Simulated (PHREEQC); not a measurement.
A solution holds 0.01 mol Cu(NO3)2, 0.00025 mol HBF4 and 0.013 mol Na2SO4 per kg of water, at 25 °C. Closed to the air; pH follows from the charge balance.

Model: ion-association model, phreeqc.dat, run in PHREEQC.

This is a speciation only: nothing precipitates in the calculation.

Problem. Estimate the pH, specific conductance, density.

Solution. pH 3.39; specific conductance 4250 µS/cm; density 1.000 g/cm³.

Problem. In which forms is S present?

Solution. SO4-2 73 %, CuSO4 22 %, NaSO4- 4.1 %, HSO4- 1.6 % of the S.

Real BF4- forms and hydrolyses slowly; the run takes it at equilibrium.
